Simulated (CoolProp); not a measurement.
A closed Brayton cycle with carbon dioxide: compressor inlet 328.15 K and 8.7 MPa, high pressure 22.1 MPa, turbine inlet 730 K, compressor efficiency 0.8, turbine efficiency 0.85, recuperator effectiveness 0.95 (on enthalpy, no pinch check). Each further row changes one setting.

The numbers come from the reference Helmholtz-energy equation of state, Span 1996 in CoolProp.

```
case                           thermal efficiency (%)  net work (kJ/kg)  compressor to turbine work  compressor exit (K)  turbine exit (K)
-----------------------------  ----------------------  ----------------  --------------------------  -------------------  ----------------
as stated                                        26.9              50.1                        0.50                407.3             631.0
turbine inlet 680 K                              23.8              41.7                        0.55                407.3             584.4
compressor inlet 338.15 K                        24.7              43.7                        0.57                423.6             631.0
high pressure 18.8 MPa                           26.9              44.2                        0.48                393.1             647.9
recuperator effectiveness 0.5                    16.5              50.1                        0.50                407.3             631.0
```
